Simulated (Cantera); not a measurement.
Charge: 1 mol MgCl₂, 1.5 mol H₂, 5.5 mol N₂, 0.02 mol HCl, at 1100 K and 1.00 bar.

Equilibrium computed with Cantera from the NASA thermochemical tables; the gas is ideal and each condensed phase is pure. Candidate condensed phases: Mg, MgCl₂, NH₄Cl; 18 gas species. The numbers say what is thermodynamically allowed, not how fast it happens.

What is the equilibrium state?


| Item | Result |
|---|---|
| x(N₂) | 0.782 |
| x(H₂) | 0.213 |
| x(HCl) | 0.00284 |
| x(MgCl₂) | 0.00153 |
| x(NH₃) | 2.77e-5 |
| n(MgCl₂(l)) | 0.989 mol |
| gas amount | 7.031 mol |
| log10 activity of Mg(l) (absent) | -8.34 |
